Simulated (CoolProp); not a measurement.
Vapour-liquid equilibrium of sulfur hexafluoride (1) + CH2F2 (R32) (2) at 245.8 K; x and y are mole fractions of (1).

Model: multi-fluid Helmholtz-energy mixture model, Guder 2009 and Tillner-Roth 1997; pair parameters Bell 2016, in CoolProp.

```tsv
x	bubble pressure, mixture model (kPa)	bubble pressure, Raoult's law (kPa)	y, mixture model	y, Raoult's law
0.05	479.7	316.4	0.368	0.085
0.125	623.4	334.0	0.525	0.202
0.2	686.7	351.7	0.578	0.307
0.275	711.8	369.3	0.599	0.402
0.35	720.5	387.0	0.607	0.488
0.425	723.4	404.6	0.611	0.567
0.5	725.0	422.2	0.614	0.639
0.575	726.4	439.9	0.619	0.706
0.65	726.7	457.5	0.629	0.767
0.725	723.1	475.2	0.648	0.824
0.8	710.3	492.8	0.681	0.876
0.875	679.1	510.4	0.741	0.925
0.95	614.1	528.1	0.856	0.971
```

The largest gap from Raoult's law is +95.3 % in bubble pressure, at x = 0.2. y crosses x between x = 0.575 and 0.65: the model has an azeotrope there.

Pair parameters are fitted to limited data, so mixtures are less certain than the pure fluids. With so large a gap from Raoult's law the liquid may split in two, which this calculation doesn't test in full.
